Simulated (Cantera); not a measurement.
What does this Cantera script print?

```python
import numpy as np
import cantera as ct

gas_names = [...]  # 151 gases of nasa_gas.yaml made of C, H, N, O, Si
cond_names = """
    C(gr) C6H6(L) C7H8(L) C8H18(L),n-octa H2O(s) H2O(L) Si(cr) Si(L) SiC(b) SiO2(Lqz) SiO2(hqz) SiO2(L)
    Si2N2O(s) Si3N4(a)
""".split()


# ... load() reads the species with a 1 bar reference pressure and builds the phases ...
atoms = {
    'SiC': {'Si': 1, 'C': 1},
    'N2O': {'N': 2, 'O': 1},
    'H2': {'H': 2},
}
top_T = {'C(gr)': 4500, 'SiC(b)': 3050, 'Si2N2O(s)': 2100, 'Si3N4(a)': 2400}  # K; cautious upper limits of use, not melting points


# ... equilibrate(T, P, feed) seeds the gas with the atoms and calls Mixture.equilibrate('TP', solver="vcs", rtol=1e-11, max_steps=5000) ...
results = []
T = 1150  # K
P = 18  # Pa
for m in [0.43, 0.52, 0.63, 0.77, 0.94, 1.2, 1.4, 1.7, 2.1]:
    feed = {'SiC': 1, 'N2O': m, 'H2': 68}  # mol
    mix = equilibrate(T, P, feed)
    results.append((T, P, feed, dict(zip(mix.species_names, mix.species_moles))))
    x = sorted(zip(gas.X, gas.species_names), reverse=True)
    print(f"T = {T:g} K  P = {P:g} Pa  n(N2O) = {m:g} mol  gas = {mix.phase_moles(0):.4g} mol")
    print("   x: " + "  ".join(f"{s} {v:.3e}" for v, s in x if v > 1e-05))
    print("   condensed (mol): " + ("  ".join(f"{mix.phase(i).name} {mix.phase_moles(i):.4g}"
          for i in range(1, mix.n_phases) if mix.phase_moles(i) > 1e-12) or "none"))
```

Result:

```
T = 1150 K  P = 18 Pa  n(N2O) = 0.43 mol  gas = 68.34 mol
   x: H2 9.951e-01  CO 2.463e-03  N2 2.463e-03
   condensed (mol): C(gr) 0.3546  SiC(b) 0.4767  Si2N2O(s) 0.2616
T = 1150 K  P = 18 Pa  n(N2O) = 0.52 mol  gas = 68.34 mol
   x: H2 9.951e-01  CO 2.463e-03  N2 2.463e-03
   condensed (mol): C(gr) 0.5346  SiC(b) 0.2967  Si2N2O(s) 0.3516
T = 1150 K  P = 18 Pa  n(N2O) = 0.63 mol  gas = 68.34 mol
   x: H2 9.951e-01  CO 2.463e-03  N2 2.463e-03
   condensed (mol): C(gr) 0.7546  SiC(b) 0.07669  Si2N2O(s) 0.4616
T = 1150 K  P = 18 Pa  n(N2O) = 0.77 mol  gas = 68.54 mol
   x: H2 9.921e-01  CO 3.939e-03  N2 3.938e-03
   condensed (mol): C(gr) 0.7296  Si2N2O(s) 0.5
T = 1150 K  P = 18 Pa  n(N2O) = 0.94 mol  gas = 68.88 mol
   x: H2 9.872e-01  CO 6.388e-03  N2 6.387e-03
   condensed (mol): C(gr) 0.5595  Si2N2O(s) 0.5
T = 1150 K  P = 18 Pa  n(N2O) = 1.2 mol  gas = 69.4 mol
   x: H2 9.798e-01  CO 1.009e-02  N2 1.008e-02
   condensed (mol): C(gr) 0.2995  Si2N2O(s) 0.5
T = 1150 K  P = 18 Pa  n(N2O) = 1.4 mol  gas = 69.8 mol
   x: H2 9.742e-01  CO 1.289e-02  N2 1.289e-02
   condensed (mol): C(gr) 0.09942  Si2N2O(s) 0.5
T = 1150 K  P = 18 Pa  n(N2O) = 1.7 mol  gas = 70.27 mol
   x: H2 9.677e-01  N2 1.803e-02  CO 1.423e-02
   condensed (mol): SiO2(hqz) 0.1331  Si2N2O(s) 0.4333
T = 1150 K  P = 18 Pa  n(N2O) = 2.1 mol  gas = 70.8 mol
   x: H2 9.604e-01  N2 2.542e-02  CO 1.412e-02
   condensed (mol): SiO2(hqz) 0.3997  Si2N2O(s) 0.3
```

These are equilibrium values from Cantera (NASA tables, ideal gas, pure condensed phases), not measurements of a reactor. Mutual solubility and eutectic melting of coexisting phases are not modelled. The tables hold silica as quartz up to 1696 K and as liquid above; real silica turns to tridymite and cristobalite and melts near 1996 K.
